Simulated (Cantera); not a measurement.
A freely propagating, adiabatic, planar premixed flame of 13.4 % CH4, 14.7 % O2, 71.9 % N2, unburnt at 300 K and 1.48 atm; mixture-averaged transport, grid criteria slope 0.08 and curve 0.16, no radiation.

Model: GRI-Mech 3.0 (53 species, 325 reactions), integrated in Cantera. Burning velocities carry a grid error of a few per cent, more on coarse grids.

x: mole fraction of selected species; z is measured from the peak of heat release.

| z (mm) | T (K) | u (m/s) | x CH4 | x O2 | x C2H4 | x NO2 | x H2 | x H |
|---|---|---|---|---|---|---|---|---|
| -10.5 | 301 | 0.0234 | 0.133 | 0.147 | 1.14e-7 | <1e-8 | 0.00314 | <1e-8 |
| -7.02 | 307 | 0.0241 | 0.132 | 0.146 | 2.92e-6 | <1e-8 | 0.00932 | <1e-8 |
| -5.26 | 335 | 0.0264 | 0.129 | 0.143 | 2.16e-5 | <1e-8 | 0.0166 | <1e-8 |
| -3.51 | 466 | 0.0373 | 0.118 | 0.132 | 0.000180 | <1e-8 | 0.0288 | <1e-8 |
| -1.75 | … | 0.0700 | … | … | … | <1e-8 | … | … |
| -0.877 | … | 0.0960 | … | … | … | <1e-8 | … | … |
| 0 | 1435 | 0.120 | 0.0320 | 0.0235 | 0.00278 | <1e-8 | 0.0580 | 2.96e-5 |
| 0.877 | 1551 | 0.130 | 0.0206 | 0.00756 | 0.00163 | <1e-8 | 0.0620 | 4.26e-5 |
| 1.75 | 1583 | 0.133 | 0.0172 | 0.00296 | 0.000784 | <1e-8 | 0.0641 | 3.19e-5 |
| 3.51 | 1597 | 0.134 | 0.0153 | 0.000814 | 0.000299 | <1e-8 | 0.0666 | 1.85e-5 |
| 7.02 | 1599 | 0.134 | 0.0139 | 0.000136 | 0.000161 | <1e-8 | 0.0698 | 1.22e-5 |
| 14.0 | 1594 | 0.134 | 0.0124 | 1.15e-5 | 0.000145 | <1e-8 | 0.0739 | 1.07e-5 |
| 28.1 | 1588 | 0.133 | 0.0110 | 5.27e-7 | 0.000149 | <1e-8 | 0.0772 | 1.03e-5 |

Task: Some entries are withheld; supply them.

Result: 
- -1.75, T (K): 856
- -1.75, x CH4: 0.0858
- -1.75, x O2: 0.0942
- -1.75, x C2H4: 0.00106
- -1.75, x H2: 0.0439
- -1.75, x H: 3.44e-8
- -0.877, T (K): 1162
- -0.877, x CH4: 0.0583
- -0.877, x O2: 0.0586
- -0.877, x C2H4: 0.00211
- -0.877, x H2: 0.0514
- -0.877, x H: 4.06e-6
